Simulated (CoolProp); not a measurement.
Vapour pressure (MPa) of R227EA: the reference equation beside estimates from Tc = 374.9 K, pc = 2.925 MPa, ω = 0.358. Clausius-Clapeyron is anchored at 182.9 K with a constant enthalpy of vaporisation of 27.30 kJ/mol.

The numbers come from the reference Helmholtz-energy equation of state, Lemmon 2016 in CoolProp.

```
T (K)  reference  Lee-Kesler  Clausius-Clapeyron  van der Waals  Soave-Redlich-Kwong  Peng-Robinson
-----  ---------  ----------  ------------------  -------------  -------------------  -------------
170.3  0.0002085   0.0002045           0.0002130        0.04120            0.0002121      0.0002440
174.5  0.0003355   0.0003278           0.0003388        0.04925            0.0003394      0.0003855
178.7  0.0005258   0.0005123           0.0005271        0.05839            0.0005294      0.0005940
182.9  0.0008038   0.0007818           0.0008038        0.06870            0.0008063      0.0008945
187.1   0.001201    0.001167            0.001203        0.08027             0.001201       0.001319
191.3   0.001757    0.001707            0.001768        0.09317             0.001753       0.001906
195.5   0.002520    0.002449            0.002556         0.1075             0.002509       0.002705
199.7   0.003549    0.003452            0.003639         0.1233             0.003529       0.003773
203.9   0.004914    0.004786            0.005105         0.1407             0.004881       0.005179
208.1   0.006696    0.006531            0.007066         0.1597             0.006646       0.007002
212.3   0.008990    0.008785            0.009654         0.1805             0.008919       0.009337
216.5    0.01190     0.01166             0.01303         0.2030              0.01181        0.01229
220.7    0.01556     0.01527             0.01739         0.2275              0.01543        0.01597
224.9    0.02009     0.01976             0.02296         0.2539              0.01994        0.02053
```

Absolute difference from the reference over all 14 rows, mean and median: Lee-Kesler 2.4 and 2.5 %, Clausius-Clapeyron 4.3 and 2.3 %, van der Waals 6007.6 and 3770.0 %, Soave-Redlich-Kwong 0.7 and 0.7 %, Peng-Robinson 7.9 and 6.8 %.
